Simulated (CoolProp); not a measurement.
Saturation properties of C2F6 (R116) (Tc = 19.9 °C, pc = 3.048 MPa, ω = 0.257).

The numbers come from the reference Helmholtz-energy equation of state, Lemmon 2006 in CoolProp. It is a short technical equation, of lower accuracy than the large ones.

| T (°C) | p (MPa) | vapour Z | surface tension (mN/m) | liquid viscosity (µPa s) |
|---|---|---|---|---|
| -74.65 | 0.1215 | 0.9487 | 10.6 | 397 |
| -72.15 | 0.1379 | 0.9439 | 10.2 | 380 |
| -69.65 | 0.1561 | 0.9388 | 9.91 | 363 |
| -67.15 | 0.1760 | 0.9334 | 9.57 | 348 |
| -64.65 | 0.1979 | 0.9277 | 9.24 | 333 |
| -62.15 | 0.2217 | 0.9217 | 8.91 | 319 |
| -59.65 | 0.2477 | 0.9153 | 8.58 | 306 |
| -57.15 | 0.2760 | 0.9087 | 8.25 | 293 |
| -54.65 | 0.3066 | 0.9017 | 7.92 | 281 |
| -52.15 | 0.3397 | 0.8944 | 7.60 | 270 |
| -49.65 | 0.3754 | 0.8867 | 7.28 | 259 |
| -47.15 | 0.4139 | 0.8786 | 6.96 | 248 |

It boils at -78.1 °C under 1 atm.

Viscosity comes from a separate model (Huber 2003), an estimate that may be off by 10 % or more. Surface tension comes from a separate correlation (Mulero 2012).
